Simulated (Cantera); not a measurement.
Feed: 1 mol Si, 1.9 mol Cl₂, 32 mol H₂, equilibrated at 0.00230 bar.

Cantera equilibrium calculation (NASA polynomials, part measured and part estimated; ideal gas, pure solids and liquids). Candidate condensed phases: Si; 19 gas species. Gases not in the tables: Si₂H₆ and higher silanes. Kinetics and transport are ignored.

Problem. Which condensed phases are stable at each of these points (T (°C)): 750, 850, 950, 1050, 1150, 1250, 1350, 1450?

Solution. 
```json
[
 {"T (°C)": "750", "condensed phases": "Si(s)", "Si condensed (%)": "29.4"},
 {"T (°C)": "850", "condensed phases": "Si(s)", "Si condensed (%)": "40.1"},
 {"T (°C)": "950", "condensed phases": "Si(s)", "Si condensed (%)": "41.5"},
 {"T (°C)": "1050", "condensed phases": "Si(s)", "Si condensed (%)": "39.3"},
 {"T (°C)": "1150", "condensed phases": "Si(s)", "Si condensed (%)": "36.6"},
 {"T (°C)": "1250", "condensed phases": "Si(s)", "Si condensed (%)": "34.1"},
 {"T (°C)": "1350", "condensed phases": "Si(s)", "Si condensed (%)": "31.7"},
 {"T (°C)": "1450", "condensed phases": "Si(l)", "Si condensed (%)": "30.5"}
]
```

From 750 °C to 1350 °C the condensed part is Si(s). At 1450 °C the condensed part is Si(l).
